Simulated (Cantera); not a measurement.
Input: 1 mol CsCl, 0.2 mol HCl, 15 mol N2, at 0.200 bar.

Equilibrium computed with Cantera from the NASA thermochemical tables; the gas is ideal and each condensed phase is pure. Candidate condensed phases: Cs, CsCl, NH4Cl; 16 gas species. Kinetics and transport are ignored.

x: gas mole fraction; n: condensed amount in mol.

```csv
T (°C),x N2,x CsCl,x HCl,x Cs2Cl2,x Cl,n CsCl(s),n CsCl(l)
352,0.987,4.52e-9,0.0132,9.45e-10,___,1.00,0
427,0.987,2.56e-7,0.0132,7.92e-8,___,1.000,0
502,0.987,6.28e-6,0.0132,2.55e-6,___,1.000,0
577,0.987,8.28e-5,0.0132,4.00e-5,___,0.998,0
652,0.986,0.000692,0.0131,0.000374,___,0,0.978
727,0.982,0.00356,0.0131,0.00180,___,0,0.891
802,0.966,0.0142,0.0129,0.00666,___,0,0.573
877,0.938,0.0370,0.0125,0.0127,___,0,0
952,0.932,0.0480,0.0124,0.00707,___,0,0
1027,0.929,0.0550,0.0124,0.00348,___,0,0
```

Question: What belongs in the gaps?

Answer: 
- 352, x Cl: 1.06e-12
- 427, x Cl: 3.48e-11
- 502, x Cl: 5.79e-10
- 577, x Cl: 5.71e-9
- 652, x Cl: 3.72e-8
- 727, x Cl: 1.74e-7
- 802, x Cl: 6.23e-7
- 877, x Cl: 1.83e-6
- 952, x Cl: 4.73e-6
- 1027, x Cl: 1.09e-5
